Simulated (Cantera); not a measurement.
Input: 1 mol C₃H₆, 1.9 mol H₂O, 5.3 mol N₂, held at 90.0 Torr.

Equilibrium computed with Cantera from the NASA thermochemical tables; the gas is ideal and each condensed phase is pure. Candidate condensed phases: C, C₆H₆, C₇H₈, C₈H₁₈, H₂O; 136 gas species. The numbers say what is thermodynamically allowed, not how fast it happens.

### Question
At 875 °C, list the 4 most abundant gas species with their mole fractions, and the condensed phases.

### Answer
N₂ 0.438, H₂ 0.404, CO 0.157, CH₄ 0.000466. Condensed: C(graphite).
